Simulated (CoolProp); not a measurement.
Model: reference Helmholtz-energy equation of state, Lemmon 2005, in CoolProp. It is a short technical equation, of lower accuracy than the large ones.

Q: For isobutene, give the phase and the Z, isothermal compressibility (1/MPa) at 501.7 K and 2.5 MPa.

A: 
- 501.7 K and 2.5 MPa: gas; Z 0.876, isothermal compressibility 0.460
